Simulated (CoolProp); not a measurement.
Vapour-liquid equilibrium of R22 (1) + R152A (2) at 276.8 K; x and y are mole fractions of (1).

The numbers come from the multi-fluid Helmholtz-energy mixture model, Kamei 1995 and Outcalt 1996; pair parameters Bell 2016 in CoolProp.

```json
[
 {"x": "0.05", "bubble pressure, mixture model (MPa)": "0.3099", "bubble pressure, Raoult's law (MPa)": "0.3134", "y, mixture model": "0.076", "y, Raoult's law": "0.089"},
 {"x": "0.125", "bubble pressure, mixture model (MPa)": "0.3246", "bubble pressure, Raoult's law (MPa)": "0.3328", "y, mixture model": "0.185", "y, Raoult's law": "0.210"},
 {"x": "0.2", "bubble pressure, mixture model (MPa)": "0.3400", "bubble pressure, Raoult's law (MPa)": "0.3523", "y, mixture model": "0.286", "y, Raoult's law": "0.318"},
 {"x": "0.275", "bubble pressure, mixture model (MPa)": "0.3561", "bubble pressure, Raoult's law (MPa)": "0.3717", "y, mixture model": "0.381", "y, Raoult's law": "0.414"},
 {"x": "0.35", "bubble pressure, mixture model (MPa)": "0.3731", "bubble pressure, Raoult's law (MPa)": "0.3912", "y, mixture model": "0.470", "y, Raoult's law": "0.501"},
 {"x": "0.425", "bubble pressure, mixture model (MPa)": "0.3911", "bubble pressure, Raoult's law (MPa)": "0.4107", "y, mixture model": "0.554", "y, Raoult's law": "0.579"},
 {"x": "0.5", "bubble pressure, mixture model (MPa)": "0.4100", "bubble pressure, Raoult's law (MPa)": "0.4301", "y, mixture model": "0.631", "y, Raoult's law": "0.651"},
 {"x": "0.575", "bubble pressure, mixture model (MPa)": "0.4300", "bubble pressure, Raoult's law (MPa)": "0.4496", "y, mixture model": "0.703", "y, Raoult's law": "0.716"},
 {"x": "0.65", "bubble pressure, mixture model (MPa)": "0.4509", "bubble pressure, Raoult's law (MPa)": "0.4690", "y, mixture model": "0.769", "y, Raoult's law": "0.776"},
 {"x": "0.725", "bubble pressure, mixture model (MPa)": "0.4729", "bubble pressure, Raoult's law (MPa)": "0.4885", "y, mixture model": "0.828", "y, Raoult's law": "0.831"},
 {"x": "0.8", "bubble pressure, mixture model (MPa)": "0.4957", "bubble pressure, Raoult's law (MPa)": "0.5079", "y, mixture model": "0.883", "y, Raoult's law": "0.882"},
 {"x": "0.875", "bubble pressure, mixture model (MPa)": "0.5193", "bubble pressure, Raoult's law (MPa)": "0.5274", "y, mixture model": "0.931", "y, Raoult's law": "0.929"},
 {"x": "0.95", "bubble pressure, mixture model (MPa)": "0.5435", "bubble pressure, Raoult's law (MPa)": "0.5469", "y, mixture model": "0.974", "y, Raoult's law": "0.973"}
]
```

The largest gap from Raoult's law is -4.8 % in bubble pressure, at x = 0.425. No azeotrope shows between x = 0.05 and 0.95.

The pair parameters rest on a limited set of measurements; away from them the model extrapolates.
